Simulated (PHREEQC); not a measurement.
Solution (25 °C): 0.1 mol/kgw HF, 0.00027 mol/kgw CsF, 0.0093 mol/kgw (NH4)2SiF6 and 0.17 mol/kgw H3PO4. Closed to the air; pH follows from the charge balance.

Computed with PHREEQC (ion-association model, wateq4f.dat).

Each row changes one thing in this solution. No solid was allowed to form.

| case | pH | ionic strength (mol/kgw) | F- (mol/kgw) | HF2- (mol/kgw) | NH3 (mol/kgw) | H4SiO4 (mol/kgw) | SI of Quartz (SiO2) |
|---|---|---|---|---|---|---|---|
| as made | 1.50 | 0.0660 | 0.00190 | 0.000523 | 2.68e-10 | 2.13e-10 | -5.68 |
| H3PO4 from 0.17 to 0.085 mol/kgw | 1.65 | 0.0544 | 0.00264 | 0.000719 | 3.88e-10 | 1.19e-10 | -5.94 |
| H3PO4 from 0.17 to 0.187 mol/kgw | 1.47 | 0.0680 | 0.00181 | 0.000500 | 2.54e-10 | 2.31e-10 | -5.65 |
| (NH4)2SiF6 from 0.0093 to 0.00837 mol/kgw | 1.50 | 0.0631 | 0.00189 | 0.000521 | 2.42e-10 | 1.94e-10 | -5.72 |
| (NH4)2SiF6 from 0.0093 to 0.00465 mol/kgw | 1.50 | 0.0515 | 0.00186 | 0.000511 | 1.36e-10 | 1.16e-10 | -5.95 |
| H3PO4 left out | 2.12 | 0.0369 | 0.00713 | 0.00183 | 1.18e-9 | 2.19e-11 | -6.67 |
| temperature from 25 to 30 °C | 1.51 | 0.0651 | 0.00185 | 0.000548 | 3.88e-10 | 4.37e-10 | -5.44 |
| CsF from 0.00027 to 2.7e-05 mol/kgw | 1.50 | 0.0659 | 0.00189 | 0.000519 | 2.67e-10 | 2.17e-10 | -5.67 |

wateq4f.dat counts part of the HF as a dimer, H2F2, which phreeqc.dat doesn't know; its constant is uncertain. H3PO4, which wateq4f.dat lacks, is added to it with the constant of phreeqc.dat. SiF6-2 is the database's only silicon fluoride.
